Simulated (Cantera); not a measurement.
Input (Python, Cantera) and output of one run.

```python
import numpy as np
import cantera as ct

gas_names = """
    H HO2 H2 H2O H2O2 H2S H2SO4 Mg MgH MgO MgOH MgO2H2 MgS Mg2 O OH O2 O3 S SH SO SO2 SO3 S2 S2O S8
""".split()
cond_names = """
    H2O(s) H2O(L) H2SO4(L) Mg(cr) Mg(L) MgO(s) MgO(L) MgO2H2(s) MgS(s) MgSO4(s) MgSO4(L) S(cr1) S(cr2)
    S(L)
""".split()


def load(file, names, dense=False):
    # The tables refer to 1 bar. Condensed volumes are neglected.
    table = {s.name: s for s in ct.Species.list_from_file(file)}
    out = []
    for n in names:
        d = dict(table[n].input_data)
        d["thermo"] = dict(d["thermo"], **{"reference-pressure": 1e5})
        if dense:
            d["equation-of-state"] = {"model": "constant-volume", "density": "1e6 g/cm^3"}
        out.append(ct.Species.from_dict(d))
    return out


gas = ct.Solution(thermo="ideal-gas", species=load("nasa_gas.yaml", gas_names))
cond = {s.name: ct.Solution(thermo="fixed-stoichiometry", species=[s], name=s.name)
        for s in load("nasa_condensed.yaml", cond_names, dense=True)}
atoms = {
    'MgO': {'Mg': 1, 'O': 1},
    'SO2': {'S': 1, 'O': 2},
    'H2O': {'H': 2, 'O': 1},
}
top_T = {'MgS(s)': 2250}  # K; cautious upper limits of use, not melting points


def equilibrate(T, P, feed):
    n = {}
    for name, mol in feed.items():
        for a, k in atoms[name].items():
            n[a] = n.get(a, 0.0) + k * mol
    gas.TPX = T, P, n
    mass = sum(n.values()) * gas.mean_molecular_weight
    gas.equilibrate("TP")
    valid = [c for c in cond.values() if c.min_temp <= T <= top_T.get(c.name, c.max_temp)]
    mix = ct.Mixture([(gas, mass / gas.mean_molecular_weight)] + [(c, 0.0) for c in valid])
    mix.T, mix.P = T, P
    mix.equilibrate("TP", solver="vcs", rtol=1e-11, max_steps=5000)
    return mix


results = []
feed = {'MgO': 1, 'SO2': 0.16, 'H2O': 0.045}  # mol
T = 1025  # K
P = 410000  # Pa
mix = equilibrate(T, P, feed)
results.append((T, P, feed, dict(zip(mix.species_names, mix.species_moles))))
x = sorted(zip(gas.X, gas.species_names), reverse=True)
print(f"T = {T:g} K  P = {P:g} Pa  gas = {mix.phase_moles(0):.4g} mol")
print("   x: " + "  ".join(f"{s} {v:.3e}" for v, s in x if v > 0.0001))
print("   condensed (mol): " + ("  ".join(f"{mix.phase(i).name} {mix.phase_moles(i):.4g}"
      for i in range(1, mix.n_phases) if mix.phase_moles(i) > 1e-12) or "none"))
```

It prints:

```
T = 1025 K  P = 410000 Pa  gas = 0.205 mol
   x: SO2 7.805e-01  H2O 2.195e-01
   condensed (mol): MgO(s) 1  MgSO4(s) 4.678e-06
```

Method: chemical equilibrium by Gibbs-energy minimisation in Cantera with the NASA 1993 tables (ideal gas, pure condensed phases).
